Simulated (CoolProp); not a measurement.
Sulfur dioxide at several states: Z from the reference equation and from simpler models built on Tc = 430.6 K, pc = 7.887 MPa, ω = 0.256; each cubic takes its own stable root.

Model: reference Helmholtz-energy equation of state, Gao 2016, in CoolProp.

| T (K) | p (MPa) | phase | reference | van der Waals | Redlich-Kwong | Peng-Robinson |
|---|---|---|---|---|---|---|
| 449.5 | 0.212 | gas | 0.9919 | 0.9928 | 0.9919 | 0.9911 |
| 298.4 | 2.07 | liquid | 0.03902 | 0.06575 | 0.04524 | 0.03847 |
| 274.3 | 0.391 | liquid | 0.007667 | 0.9564 | 0.008846 | 0.007568 |
| 409.7 | 4.89 | gas | 0.6517 | 0.7296 | 0.6849 | 0.6498 |

At some of these states van der Waals gives the other phase, because its saturation line lies elsewhere.
